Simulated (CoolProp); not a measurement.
Isobutene along the isobar 0.101 MPa: density (kg/m³) from the reference equation and from simpler models built on Tc = 144.9 °C, pc = 4.016 MPa, ω = 0.193; each cubic takes its own stable root.

Values from CoolProp's reference Helmholtz-energy equation of state, Lemmon 2005. It is a short technical equation, of lower accuracy than the large ones.

```json
[
 {"T (°C)": "-29.85", "phase": "liquid", "reference": "651.9"},
 {"T (°C)": "-16.45", "phase": "liquid", "reference": "637.1"},
 {"T (°C)": "-2.95", "phase": "gas", "reference": "2.628"},
 {"T (°C)": "10.45", "phase": "gas", "reference": "2.486"},
 {"T (°C)": "23.95", "phase": "gas", "reference": "2.360"},
 {"T (°C)": "37.45", "phase": "gas", "reference": "2.248"},
 {"T (°C)": "50.85", "phase": "gas", "reference": "2.148"},
 {"T (°C)": "64.35", "phase": "gas", "reference": "2.056"},
 {"T (°C)": "77.85", "phase": "gas", "reference": "1.973"},
 {"T (°C)": "91.25", "phase": "gas", "reference": "1.897"},
 {"T (°C)": "104.75", "phase": "gas", "reference": "1.826"},
 {"T (°C)": "118.25", "phase": "gas", "reference": "1.761"}
]
```

Q: How far does each simpler model (van der Waals, Redlich-Kwong, Soave-Redlich-Kwong, Peng-Robinson) lie from the reference over these 12 states: mean and median of the absolute difference, and the worst?

A: 
- van der Waals: mean 17.3 %, median 0.8 %, worst -99.6 % at -16.45 °C and 0.101 MPa
- Redlich-Kwong: mean 9.3 %, median 0.3 %, worst -99.6 % at -16.45 °C and 0.101 MPa
- Soave-Redlich-Kwong: mean 1.3 %, median 0.2 %, worst -6.7 % at -16.45 °C and 0.101 MPa
- Peng-Robinson: mean 1.0 %, median 0.1 %, worst +5.3 % at -16.45 °C and 0.101 MPa

At some of these states van der Waals, Redlich-Kwong gives the other phase, because its saturation line lies elsewhere.
